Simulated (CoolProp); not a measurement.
Carbon monoxide at several states: density (kg/m³) from the reference equation and from simpler models built on Tc = -140.3 °C, pc = 3498 kPa, ω = 0.050; each cubic takes its own stable root.

Computed with CoolProp (reference Helmholtz-energy equation of state, Lemmon 2006). It is a short technical equation, of lower accuracy than the large ones.

```
T (°C)   p (kPa)          phase  reference
-------  -------  -------------  ---------
-78.25      5400  supercritical      108.7
48.95      14400  supercritical      146.7
-157.05       17            gas     0.4945
162.15      2120            gas      16.30
```

Question: How far does each simpler model (ideal gas, van der Waals, Redlich-Kwong, Soave-Redlich-Kwong, Peng-Robinson) lie from the reference over these 4 states: mean and median of the absolute difference, and the worst?

Answer: 
- ideal gas: mean 4.4 %, median 1.7 %, worst -14.1 % at -78.25 °C and 5400 kPa
- van der Waals: mean 2.6 %, median 2.5 %, worst +5.2 % at 48.95 °C and 14400 kPa
- Redlich-Kwong: mean 0.8 %, median 0.6 %, worst +2.2 % at 48.95 °C and 14400 kPa
- Soave-Redlich-Kwong: mean 0.8 %, median 0.7 %, worst -1.7 % at 48.95 °C and 14400 kPa
- Peng-Robinson: mean 1.1 %, median 1.0 %, worst +2.5 % at -78.25 °C and 5400 kPa
